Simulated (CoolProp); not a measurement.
Ammonia at 298.15 K and 0.198 MPa is compressed adiabatically to 0.592 MPa with isentropic efficiency 0.9. Each further row changes one setting.

The numbers come from the reference Helmholtz-energy equation of state, Gao 2020 in CoolProp.

| case | work (kJ/kg) | final temperature (K) | final density (kg/m³) |
|---|---|---|---|
| as stated | 197 | … | … |
| efficiency 1 | … | … | … |
| efficiency 0.65 | … | … | … |

**Question.** What belongs in the gaps?

**Answer.** 
- as stated, final temperature (K): 390.5
- as stated, final density (kg/m³): 3.18
- efficiency 1, work (kJ/kg): 177
- efficiency 1, final temperature (K): 382.2
- efficiency 1, final density (kg/m³): 3.25
- efficiency 0.65, work (kJ/kg): 272
- efficiency 0.65, final temperature (K): 422.4
- efficiency 0.65, final density (kg/m³): 2.92
